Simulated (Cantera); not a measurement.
Charge: 1 mol Pb, 0.015 mol O2, 87 mol H2, held at 1.40 bar.

These are equilibrium values from Cantera (NASA tables, ideal gas, pure condensed phases), not measurements of a reactor. Candidate condensed phases: H2O, Pb, PbO, PbO2, Pb3O4; 12 gas species. Equilibrium is a limit: real reactors are often held back by kinetics, nucleation or transport.

**Question.** At 1100 °C, list the 3 most abundant gas species with their mole fractions, and the condensed phases.

**Answer.** H2 0.995, Pb 0.00458, H2O 0.000343. Condensed: Pb(l).
